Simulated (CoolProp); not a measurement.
The fluid at 298.15 K and 0.997 MPa is throttled through a valve to 0.415 MPa with no heat exchange. The same conditions are run with several fluids, on thermodynamics alone (safety and materials aside).

Values from CoolProp's reference Helmholtz-energy equation of state of each fluid (R227EA: Lemmon 2016; R365MFC: Lemmon 2016; dodecamethylcyclohexasiloxane (D6): Colonna 2008; n-heptane: Span 2003; cyclohexane: Zhou 2014).

```
fluid                               temperature change (K)                       final phase  final density (kg/m³)
----------------------------------  ----------------------  --------------------------------  ---------------------
R227EA                                                   …  two-phase, vapour fraction 0.031                    613
R365MFC                                               +0.2                            liquid                      …
dodecamethylcyclohexasiloxane (D6)                    +0.3                            liquid                      …
n-heptane                                             +0.2                            liquid                      …
cyclohexane                                           +0.3                            liquid                    774
```

### Question
Complete the blanks.

### Answer

- R227EA, temperature change (K): -3.0
- R365MFC, final density (kg/m³): 1260
- dodecamethylcyclohexasiloxane (D6), final density (kg/m³): 969
- n-heptane, final density (kg/m³): 680
